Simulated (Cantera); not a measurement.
## Cu + F2 + H2 (aluminium and copper etching)

Feed: 1 mol Cu, 4.4 mol F2, 3.3 mol H2, equilibrated at 575 °C.

Cantera equilibrium calculation (NASA polynomials, part measured and part estimated; ideal gas, pure solids and liquids). Candidate condensed phases: Cu, CuF2; 15 gas species. Equilibrium is a limit: real reactors are often held back by kinetics, nucleation or transport.

```
P (Pa)  log p HF  log p F  log p F2  log p CuF2  log p H2F2  log p H3F3  n CuF2(s)
------  --------  -------  --------  ----------  ----------  ----------  ---------
1          -5.02    -6.53     -9.51       -7.31      -14.16        <-17      0.967
3.60       -4.46    -5.98     -8.40       -7.31      -13.04        <-16      0.991
13         -3.90    -5.43     -7.30       -7.31      -11.93        <-15      0.997
46         -3.35    -4.91     -6.26       -7.31      -10.83        <-15      0.999
170        -2.78    -4.41     -5.26       -7.31       -9.69        <-14      1.000
600        -2.23    -3.99     -4.42       -7.31       -8.59        <-14      1.000
2200       -1.67    -3.62     -3.68       -7.31       -7.46      -13.38      1.000
7700       -1.12    -3.30     -3.05       -7.31       -6.37      -11.75      1.000
28000      -0.56    -3.00     -2.44       -7.31       -5.25      -10.06      1.000
100000     -0.01    -2.71     -1.86       -7.31       -4.14       -8.40       1.00
```
log p: log10 of the partial pressure in bar; n: condensed amount in mol.

From 1.00 Pa to 100000 Pa the condensed part is CuF2(s). The main Cu-bearing gas is CuF2 throughout.
